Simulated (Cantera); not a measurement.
Cantera with NASA thermochemical tables; ideal gases at 1 bar, condensed phases pure. Values are per mole of reaction as written; species without (g) are pure solids or liquids, kept so even where they would boil at 1 bar.

Problem. Between 1350 and 1650 K, where is each reaction favourable under standard conditions?
- 2 HCl(g) + Sr ⇌ H2(g) + SrCl2

Solution. 
- 2 HCl(g) + Sr ⇌ H2(g) + SrCl2: ΔG° is -424 kJ at 1350 K and -387 kJ at 1650 K; it stays negative (K > 1). ΔH° is -588 kJ and ΔS° -122 J/K at 1650 K.
